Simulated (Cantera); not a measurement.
A perfectly stirred reactor is fed with CH4 : CO2 = 1 : 1.8 (molar parts), at 750 Torr; it is held at 1550 K, and followed from long to short residence time.

Model: GRI-Mech 3.0 (53 species, 325 reactions), integrated in Cantera.

One state of this run: x CH4 = 0.209; x CO2 = 0.494; x CH2CO = 1.55e-5; x C2H = 7.76e-9; x CH3 = 0.000231; x O = 3.85e-12. x: mole fraction; the columns are a selection and need not sum to one.

Task: Which value of τ (s) does it belong to?
A) 1.1
B) 0.13
C) 0.00054
D) 0.0048

Result: B, 0.13
